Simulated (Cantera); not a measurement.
Feed: 1 mol CuF2, 1.9 mol HF, 14 mol N2, 16 mol H2O, equilibrated at 0.00600 bar.

These are equilibrium values from Cantera (NASA tables, ideal gas, pure condensed phases), not measurements of a reactor. Candidate condensed phases: Cu, CuF2, CuO, Cu(OH)2, Cu2O, H2O; 45 gas species. Rates play no part. All values below are at 1598 K.

Base state: H2O 0.447, N2 0.416, HF 0.113, O2 0.0138, Cu 0.00643, CuF 0.00335, OH 0.000670, NO 0.000358 (mole fractions); condensed: Cu(l).

Question: What changes in the equilibrium state with this change: pressure from 0.00600 bar to 0.120 bar?

Answer: 
```
species        before     after
------------  -------  --------
H2O             0.447     0.452
N2              0.416     0.422
HF              0.113     0.116
O2             0.0138   0.00745
Cu            0.00643  0.000260
CuF           0.00335   0.00113
H             1.23e-5   1.52e-6
CuO           1.01e-5   1.34e-6
Cu(l), mol      0.670         0
Cu2O(l), mol        0     0.477
```
